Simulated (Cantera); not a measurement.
## Thermodynamics of carbon deposition, reforming and gasification, feed C2H4 + O2 + H2

Feed: 1 mol C2H4, 0.63 mol O2, 1.6 mol H2, at 2.80 mbar.

Method: chemical equilibrium by Gibbs-energy minimisation in Cantera with the NASA 1993 tables (ideal gas, pure condensed phases). Candidate condensed phases: C, C6H6, C7H8, C8H18, H2O; 110 gas species. The numbers say what is thermodynamically allowed, not how fast it happens.

```tsv
T (K)	x H2	x H	x CO	x C2H2 (acetylene)	x C2H	n C(graphite)
1923	0.727	0.0152	0.257	0.000328	9.77e-8	0.737
1973	0.721	0.0217	0.256	0.000462	2.37e-7	0.735
2023	0.714	0.0303	0.255	0.000638	5.48e-7	0.734
2073	0.704	0.0417	0.254	0.000862	1.21e-6	0.731
2123	0.691	0.0563	0.252	0.00114	2.59e-6	0.729
2173	0.674	0.0749	0.250	0.00149	5.30e-6	0.725
2223	0.654	0.0979	0.247	0.00190	1.05e-5	0.720
2273	0.629	0.126	0.243	0.00237	2.00e-5	0.715
2323	0.599	0.159	0.239	0.00290	3.69e-5	0.709
2373	0.565	0.198	0.234	0.00347	6.59e-5	0.701
2423	0.525	0.243	0.228	0.00406	0.000114	0.692
2473	0.481	0.292	0.221	0.00464	0.000191	0.682
2523	0.434	0.346	0.214	0.00517	0.000310	0.670
```
x: gas mole fraction; n: condensed amount in mol.

From 1923 K to 2523 K the condensed part is C(graphite). The main C-bearing gas is CO throughout.
